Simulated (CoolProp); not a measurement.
Saturation properties of nitrous oxide.

Values from CoolProp's reference Helmholtz-energy equation of state, Lemmon 2006. It is a short technical equation, of lower accuracy than the large ones.

```tsv
T (°C)	p (bar)	liquid density (kg/m³)	surface tension (mN/m)
-64.35	3.547	1157	18.3
-61.65	4.000	1148	17.8
-58.85	4.515	1139	17.1
-56.15	5.057	1130	16.6
-53.45	5.647	1121	16.0
-50.65	6.313	1112	15.4
-47.95	7.008	1103	14.8
-45.25	7.759	1093	14.2
-42.45	8.599	1083	13.7
-39.75	9.471	1074	13.1
-37.05	10.41	1064	12.5
-34.25	11.45	1054	12.0
-31.55	12.52	1044	11.4
```

It boils at -88.5 °C under 1 atm.

Surface tension comes from a separate correlation (Mulero 2012).
